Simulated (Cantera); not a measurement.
**Ammonia decomposition in nitride growth gas**

An isothermal, constant-pressure homogeneous reactor starts with 69.4 % NH3, 30.6 % N2, at 1723 K and 24000 Pa.

Detailed kinetics in Cantera: the gas-phase N/H chemistry of the illustrative SiF4/NH3 mechanism in the Surface Chemkin manual (1991). Walls and surfaces, which speed up NH3 decomposition in real reactors, are not modelled.

| t (s) | x NH3 | x N | x H2 | x NH | x NH2 | x N2H2 | x N2 |
|---|---|---|---|---|---|---|---|
| 9.00e-6 | 0.694 | <1e-12 | 4.47e-7 | 5.05e-12 | 9.20e-7 | 1.88e-12 | 0.306 |
| 3.40e-5 | 0.694 | <1e-12 | 1.76e-6 | 1.09e-10 | 3.54e-6 | 8.40e-11 | 0.306 |
| 0.000128 | 0.694 | <1e-12 | 6.72e-6 | 2.78e-9 | 1.34e-5 | 2.38e-9 | 0.306 |
| 0.000484 | 0.694 | 2.29e-11 | 2.63e-5 | 5.31e-8 | 5.04e-5 | 4.51e-8 | 0.306 |
| 0.00183 | 0.694 | 2.29e-10 | 0.000147 | 4.54e-7 | 0.000169 | 6.03e-7 | 0.306 |
| 0.00690 | 0.693 | 1.13e-9 | 0.00117 | 8.53e-7 | 0.000252 | 1.41e-6 | 0.306 |
| 0.0261 | 0.688 | 3.96e-9 | 0.00546 | 9.26e-7 | 0.000249 | 1.40e-6 | 0.306 |
| 0.0984 | 0.670 | 1.35e-8 | 0.0213 | 1.10e-6 | 0.000238 | 1.34e-6 | 0.308 |
| 0.372 | 0.608 | 3.27e-8 | 0.0761 | 1.30e-6 | 0.000215 | 1.15e-6 | 0.315 |
| 1.40 | 0.437 | 4.92e-8 | 0.227 | 1.32e-6 | 0.000169 | 6.88e-7 | 0.335 |
| 5.30 | 0.171 | 5.40e-8 | 0.463 | 9.75e-7 | 8.86e-5 | 1.84e-7 | 0.366 |
| 20.0 | 0.0228 | 3.66e-8 | 0.594 | 3.79e-7 | 1.99e-5 | 1.11e-8 | 0.383 |
x: mole fraction; the columns are a selection and need not sum to one.

Equilibrium at this temperature and pressure: NH3 2.45e-6, N 1.10e-11, H2 0.615, NH 8.07e-11, NH2 3.01e-9, N2H2 <1e-12, N2 0.385 (gas phase only).
